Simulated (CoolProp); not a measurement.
Properties of CH2F2 (R32) along the isotherm 403.5 K (Tc = 351.3 K, pc = 5783 kPa, ω = 0.277).

Computed with CoolProp (reference Helmholtz-energy equation of state, Tillner-Roth 1997).

| p (kPa) | phase | cp (kJ/(kg K)) | speed of sound (m/s) | conductivity (mW/(m K)) | Prandtl number |
|---|---|---|---|---|---|
| 27.4 | gas | 0.9942 | 277.0 | 23.1 | 0.773 |
| 52 | gas | 0.9956 | 276.9 | 23.1 | 0.773 |
| 98.6 | gas | ___ | 276.6 | 23.2 | 0.772 |
| 187 | gas | 1.003 | ___ | ___ | 0.772 |
| 354 | gas | 1.013 | 274.8 | 23.5 | 0.772 |
| 672 | gas | ___ | 272.5 | 24.0 | 0.772 |
| 1270 | gas | 1.071 | 268.3 | 24.8 | 0.775 |
| 2410 | gas | 1.156 | ___ | 26.5 | 0.791 |
| 4580 | gas | 1.378 | 244.3 | 30.0 | 0.859 |
| 8670 | supercritical | 2.239 | 218.8 | 42.9 | 1.18 |

Task: Some entries are withheld; supply them.

Result: 
- 98.6, cp (kJ/(kg K)): 0.9982
- 187, speed of sound (m/s): 275.9
- 187, conductivity (mW/(m K)): 23.3
- 672, cp (kJ/(kg K)): 1.032
- 2410, speed of sound (m/s): 260.1

Viscosity comes from a separate model (Bell 2016), an estimate that may be off by 10 % or more. Thermal conductivity comes from a separate model (Huber 2003), an estimate that may be off by 10 % or more.
